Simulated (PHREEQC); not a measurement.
A column of 0.2 m (40 cells, dispersivity 0.007 m, 300 s a shift, diffusion coefficient 3e-10 m²/s) holds 0.0038 eq of the database's cation exchanger X per kg of pore water, first in equilibrium with 59 mmol/kgw MgSO4 and 0.01 mmol/kgw HCl. It is flushed with 0.0048 mol NH4Cl and 1e-05 mol HCl per kg of water, at 40 °C. Values are for the last cell. CO2 from the air is kept out. Nothing may precipitate in this run.

Model: ion-association model, phreeqc.dat, run in PHREEQC.

| pore volumes | NH4 in solution (mol/kgw) | S in solution (mol/kgw) | Cl in solution (mol/kgw) | Mg in solution (mol/kgw) | NH4X on the exchanger (mol/kgw) | MgX2 on the exchanger (mol/kgw) |
|---|---|---|---|---|---|---|
| 0 | 0 | 0.0590 | 1.00e-5 | 0.0590 | 0 | 0.00190 |
| 0.1375 | 0 | 0.0590 | 1.00e-5 | 0.0590 | 0 | 0.00190 |
| 0.3875 | 3.31e-7 | 0.0590 | 1.06e-5 | 0.0590 | 1.23e-8 | 0.00190 |
| 0.5125 | 2.09e-5 | 0.0586 | 4.22e-5 | 0.0586 | 7.77e-7 | 0.00190 |
| 0.7625 | 0.000652 | 0.0482 | 0.000890 | 0.0483 | 2.64e-5 | 0.00189 |
| 0.8875 | 0.00136 | 0.0370 | 0.00180 | 0.0372 | 6.18e-5 | 0.00187 |
| 1.012 | 0.00210 | 0.0253 | 0.00275 | 0.0256 | 0.000111 | 0.00184 |
| 1.262 | 0.00305 | 0.00910 | 0.00407 | 0.00960 | 0.000243 | 0.00178 |
| 1.387 | 0.00325 | 0.00494 | 0.00441 | 0.00552 | 0.000324 | 0.00174 |
| 1.637 | 0.00342 | 0.00128 | 0.00471 | 0.00191 | 0.000522 | 0.00164 |
| 1.762 | 0.00350 | 0.000617 | 0.00476 | 0.00124 | 0.000633 | 0.00158 |
| 1.887 | 0.00360 | 0.000291 | 0.00479 | 0.000880 | 0.000746 | 0.00153 |
| 2.138 | 0.00382 | 6.12e-5 | 0.00481 | 0.000548 | 0.000956 | 0.00142 |
| 2.263 | 0.00393 | 2.74e-5 | 0.00481 | 0.000463 | 0.00105 | 0.00138 |
| 2.388 | 0.00402 | 1.21e-5 | 0.00481 | 0.000402 | 0.00113 | 0.00133 |
| 2.638 | 0.00417 | 2.32e-6 | 0.00481 | 0.000319 | 0.00128 | 0.00126 |
| 2.763 | 0.00422 | 1.00e-6 | 0.00481 | 0.000289 | 0.00135 | 0.00123 |
| 3.013 | 0.00431 | 1.84e-7 | 0.00481 | 0.000243 | 0.00146 | 0.00117 |
| 3.138 | 0.00435 | 7.82e-8 | 0.00481 | 0.000225 | 0.00151 | 0.00114 |
| 3.263 | 0.00438 | 3.31e-8 | 0.00481 | 0.000210 | 0.00156 | 0.00112 |
| 3.513 | 0.00443 | 5.89e-9 | 0.00481 | 0.000184 | 0.00165 | 0.00107 |
| 3.638 | 0.00445 | 2.47e-9 | 0.00481 | 0.000174 | 0.00169 | 0.00105 |
| 3.888 | 0.00449 | 4.33e-10 | 0.00481 | 0.000156 | 0.00177 | 0.00101 |
| 4.013 | 0.00450 | 1.81e-10 | 0.00481 | 0.000148 | 0.00181 | 0.000996 |

Species that the database lacks are ignored. Constants without temperature data keep their 25 °C values here.
